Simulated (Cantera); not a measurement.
Charge: 1 mol SiH4, 0.023 mol HCl, 190 mol H2, at 652 °C and 11.0 mbar.

Cantera equilibrium calculation (NASA polynomials, part measured and part estimated; ideal gas, pure solids and liquids). Candidate condensed phases: Si; 19 gas species. The numbers say what is thermodynamically allowed, not how fast it happens.

Base state: H2 1.000, HCl 0.000120 (mole fractions); condensed: Si(s).

**Question.** What changes in the equilibrium state with this change: temperature from 652 °C to 1450 °C?

**Answer.** 
| species | before | after |
|---|---|---|
| H2 | 1.000 | 0.998 |
| H | 2.48e-9 | 0.00174 |
| HCl | 0.000120 | 0.000119 |
| Si | <1e-9 | 8.94e-5 |
| SiH2 | <1e-9 | 1.69e-5 |
| SiH | <1e-9 | 1.35e-5 |
| Si(s), mol | 1.000 | 0 |
| Si(l), mol | 0 | 0.977 |
Gases not in the tables: Si2H6 and higher silanes.
